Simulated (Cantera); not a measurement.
N2O furnace oxynitridation

An isothermal, constant-pressure homogeneous reactor starts with N₂O : H₂O = 1 : 0.016 (molar parts), at 1275 K and 750 Torr.

Cantera simulation using GRI-Mech 3.0 (53 species, 325 reactions); the numbers are that mechanism's predictions, not measurements. GRI-Mech 3.0 was tuned for natural gas; its chemistry of N2O as a main component is partial and can be far from experiment. The mechanism lacks the step 2 NO + O2 → 2 NO2, which can matter for NO2 below about 1400 K. The temperature is held fixed by assumption; the heat of reaction is taken as removed at once.

| t (s) | x N₂O | x NO₂ | x NO | x N₂ | x O₂ | x O |
|---|---|---|---|---|---|---|
| 2.00e-5 | 0.984 | 9.92e-11 | 4.86e-6 | 3.88e-5 | 1.53e-5 | 5.37e-6 |
| 5.79e-5 | 0.984 | 2.47e-9 | 1.68e-5 | 0.000121 | 5.29e-5 | 5.44e-6 |
| 0.000168 | 0.984 | 1.08e-7 | 5.12e-5 | 0.000360 | 0.000162 | 5.42e-6 |
| 0.000485 | 0.983 | 3.35e-6 | 0.000147 | 0.00106 | 0.000480 | 5.40e-6 |
| 0.00140 | 0.979 | 3.24e-5 | 0.000403 | 0.00309 | 0.00141 | 5.37e-6 |
| 0.00406 | 0.970 | 0.000139 | 0.00111 | 0.00895 | 0.00408 | 5.26e-6 |
| 0.0118 | 0.944 | 0.000348 | 0.00311 | 0.0254 | 0.0116 | 5.05e-6 |
| 0.0340 | 0.874 | 0.000537 | 0.00861 | 0.0692 | 0.0320 | 4.79e-6 |
| 0.0985 | 0.711 | 0.000647 | 0.0214 | 0.172 | 0.0803 | 4.42e-6 |
| 0.285 | 0.425 | 0.000711 | 0.0420 | 0.353 | 0.166 | 3.59e-6 |
| 0.825 | 0.139 | 0.000714 | 0.0580 | 0.538 | 0.254 | 1.96e-6 |
| 2.39 | 0.0143 | 0.000699 | 0.0602 | 0.620 | 0.294 | 3.53e-7 |
| 6.91 | 6.17e-5 | 0.000852 | 0.0597 | 0.630 | 0.299 | 6.27e-8 |
| 20.0 | 9.25e-7 | 0.000855 | 0.0597 | 0.630 | 0.299 | 6.15e-8 |
x: mole fraction; the columns are a selection and need not sum to one.

Equilibrium at this temperature and pressure: N₂O 2.37e-8, NO₂ 5.81e-6, NO 0.000386, N₂ 0.659, O₂ 0.330, O 6.45e-8 (gas phase only).
